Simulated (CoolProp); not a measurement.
R124 along the isotherm 196.85 °C: density (kg/m³) from the reference equation and from simpler models built on Tc = 122.3 °C, pc = 3.624 MPa, ω = 0.288; each cubic takes its own stable root.

Computed with CoolProp (reference Helmholtz-energy equation of state, de Vries 1995).

```tsv
p (MPa)	phase	reference
2.59	gas	105.3
5.18	supercritical	255.9
7.77	supercritical	466.8
10.4	supercritical	655.1
12.9	supercritical	766.1
15.5	supercritical	842.5
18.1	supercritical	898.1
20.7	supercritical	941.6
23.3	supercritical	977.3
25.9	supercritical	1008
28.5	supercritical	1034
31.1	supercritical	1057
33.7	supercritical	1078
36.2	supercritical	1096
```

**Question.** How far does each simpler model (van der Waals, Redlich-Kwong) lie from the reference over these 14 states: mean and median of the absolute difference, and the worst?

**Answer.** 
- van der Waals: mean 15.4 %, median 18.1 %, worst -21.6 % at 196.85 °C and 36.2 MPa
- Redlich-Kwong: mean 2.8 %, median 2.9 %, worst +5.1 % at 196.85 °C and 5.18 MPa
